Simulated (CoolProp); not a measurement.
Properties of dodecamethylpentasiloxane (MD3M) at several states.

Model: reference Helmholtz-energy equation of state, Thol 2019, in CoolProp.

```
T (°C)  p (kPa)   phase  cp (kJ/(kg K))  cv (kJ/(kg K))  speed of sound (m/s)  Joule-Thomson coefficient (K/MPa)  isothermal compressibility (1/MPa)  fugacity coefficient
------  -------  ------  --------------  --------------  --------------------  ---------------------------------  ----------------------------------  --------------------
-17.75     1880  liquid           1.585             ___                  1103                            -0.5046                            0.001096              4.056e-8
154.05      888  liquid           1.990           1.741                   ___                            -0.2733                            0.004481               0.01458
144.05     4970  liquid           1.959           1.720                 660.9                            -0.3260                            0.003404                   ___
```

Task: Some entries are withheld; supply them.

Result: 
- -17.75, cv (kJ/(kg K)): 1.301
- 154.05, speed of sound (m/s): 585.3
- 144.05, fugacity coefficient: 0.003302
